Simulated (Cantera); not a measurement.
**Equilibrium for calcination and drying: Ca(OH)2 + CO2 + H2O**

Feed: 1 mol Ca(OH)2, 1.1 mol CO2, 0.016 mol H2O, at 1.58 Torr.

Equilibrium computed with Cantera from the NASA thermochemical tables; the gas is ideal and each condensed phase is pure. Candidate condensed phases: C, C6H6, C7H8, C8H18, Ca, CaCO3, CaO, Ca(OH)2, H2O; 115 gas species. Kinetics and transport are ignored.

From 700 °C to 1900 °C the condensed part is CaO(s).

```json
[
 {"T (°C)": "700", "log p CO2": "-2.96", "log p H2O": "-3.00", "log p CO": "-9.09", "log p O2": "-9.00", "log p OH": "-10.25", "log p H2": "-8.91", "log p H": "-13.42", "log p O": "-14.67", "n CaO(s)": "1.00"},
 {"T (°C)": "800", "log p CO2": "-2.96", "log p H2O": "-3.00", "log p CO": "-8.11", "log p O2": "-8.12", "log p OH": "-9.22", "log p H2": "-8.11", "log p H": "-11.91", "log p O": "-12.97", "n CaO(s)": "1.00"},
 {"T (°C)": "900", "log p CO2": "-2.96", "log p H2O": "-3.00", "log p CO": "-7.31", "log p O2": "-7.39", "log p OH": "-8.36", "log p H2": "-7.45", "log p H": "-10.65", "log p O": "-11.55", "n CaO(s)": "1.00"},
 {"T (°C)": "1000", "log p CO2": "-2.96", "log p H2O": "-3.00", "log p CO": "-6.64", "log p O2": "-6.76", "log p OH": "-7.64", "log p H2": "-6.89", "log p H": "-9.59", "log p O": "-10.35", "n CaO(s)": "1.00"},
 {"T (°C)": "1100", "log p CO2": "-2.96", "log p H2O": "-3.00", "log p CO": "-6.07", "log p O2": "-6.22", "log p OH": "-7.02", "log p H2": "-6.41", "log p H": "-8.68", "log p O": "-9.32", "n CaO(s)": "1.00"},
 {"T (°C)": "1200", "log p CO2": "-2.96", "log p H2O": "-3.00", "log p CO": "-5.57", "log p O2": "-5.76", "log p OH": "-6.48", "log p H2": "-6.00", "log p H": "-7.90", "log p O": "-8.43", "n CaO(s)": "1.00"},
 {"T (°C)": "1300", "log p CO2": "-2.97", "log p H2O": "-3.00", "log p CO": "-5.15", "log p O2": "-5.35", "log p OH": "-6.01", "log p H2": "-5.64", "log p H": "-7.21", "log p O": "-7.66", "n CaO(s)": "1.000"},
 {"T (°C)": "1400", "log p CO2": "-2.97", "log p H2O": "-3.00", "log p CO": "-4.78", "log p O2": "-4.99", "log p OH": "-5.60", "log p H2": "-5.33", "log p H": "-6.61", "log p O": "-6.97", "n CaO(s)": "1.000"},
 {"T (°C)": "1500", "log p CO2": "-2.98", "log p H2O": "-3.01", "log p CO": "-4.45", "log p O2": "-4.68", "log p OH": "-5.24", "log p H2": "-5.05", "log p H": "-6.07", "log p O": "-6.37", "n CaO(s)": "1.000"},
 {"T (°C)": "1600", "log p CO2": "-3.00", "log p H2O": "-3.02", "log p CO": "-4.17", "log p O2": "-4.41", "log p OH": "-4.92", "log p H2": "-4.80", "log p H": "-5.59", "log p O": "-5.83", "n CaO(s)": "1.000"},
 {"T (°C)": "1700", "log p CO2": "-3.03", "log p H2O": "-3.03", "log p CO": "-3.92", "log p O2": "-4.18", "log p OH": "-4.64", "log p H2": "-4.58", "log p H": "-5.16", "log p O": "-5.35", "n CaO(s)": "1.000"},
 {"T (°C)": "1800", "log p CO2": "-3.08", "log p H2O": "-3.06", "log p CO": "-3.72", "log p O2": "-3.98", "log p OH": "-4.40", "log p H2": "-4.38", "log p H": "-4.77", "log p O": "-4.93", "n CaO(s)": "1.000"},
 {"T (°C)": "1900", "log p CO2": "-3.16", "log p H2O": "-3.11", "log p CO": "-3.55", "log p O2": "-3.82", "log p OH": "-4.19", "log p H2": "-4.21", "log p H": "-4.42", "log p O": "-4.55", "n CaO(s)": "0.999"}
]
```
log p: log10 of the partial pressure in bar; n: condensed amount in mol.
